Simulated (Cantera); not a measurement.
## Equilibrium for silicon etching in halogen gases: Si + HCl + N2

Feed: 1 mol Si, 3.4 mol HCl, 16 mol N2, equilibrated at 575 K and 10.0 Torr.

Equilibrium computed with Cantera from the NASA thermochemical tables; the gas is ideal and each condensed phase is pure. Candidate condensed phases: NH4Cl, Si, Si3N4; 28 gas species. N2 is the only nitrogen source here; it is nearly inert below about 1500 K, so the nitride shown seldom forms there in practice. Equilibrium is a limit: real reactors are often held back by kinetics, nucleation or transport.

| Quantity | Result |
|---|---|
| x(N2) | 0.843 |
| x(HCl) | 0.0773 |
| x(H2) | 0.0529 |
| x(SiCl4) | 0.0264 |
| x(NH3) | 9.68e-6 |
| n(Si3N4(s)) | 0.170 mol |
| gas amount | 18.57 mol |
| log10 activity of Si(s) (absent) | -15.52 |
